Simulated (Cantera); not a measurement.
Input: 1 mol HgO, a varied amount of H2, at 973.15 K and 0.0330 bar.

Cantera equilibrium calculation (NASA polynomials, part measured and part estimated; ideal gas, pure solids and liquids). Candidate condensed phases: H2O, Hg, HgO; 10 gas species. Rates play no part.

log p: log10 of the partial pressure in bar; nothing condenses.

```json
[
 {"n(H2) (mol)": "1.9", "log p H2": "-1.99", "log p H2O": "-1.94", "log p Hg": "-1.94", "log p H": "-9.96"},
 {"n(H2) (mol)": "3.5", "log p H2": "-1.74", "log p H2O": "-2.13", "log p Hg": "-2.13", "log p H": "-9.83"},
 {"n(H2) (mol)": "6.4", "log p H2": "(withheld)", "log p H2O": "(withheld)", "log p Hg": "(withheld)", "log p H": "-9.77"},
 {"n(H2) (mol)": "12", "log p H2": "-1.55", "log p H2O": "-2.60", "log p Hg": "-2.60", "log p H": "-9.74"},
 {"n(H2) (mol)": "21", "log p H2": "-1.52", "log p H2O": "(withheld)", "log p Hg": "(withheld)", "log p H": "-9.73"},
 {"n(H2) (mol)": "39", "log p H2": "-1.50", "log p H2O": "-3.08", "log p Hg": "-3.08", "log p H": "-9.72"},
 {"n(H2) (mol)": "72", "log p H2": "-1.49", "log p H2O": "-3.34", "log p Hg": "-3.34", "log p H": "-9.71"}
]
```

**Question.** Some entries are withheld; supply them.

**Answer.** 
- 21, log p H2O: -2.82
- 21, log p Hg: -2.82
- 6.4, log p H2: -1.62
- 6.4, log p H2O: -2.35
- 6.4, log p Hg: -2.35
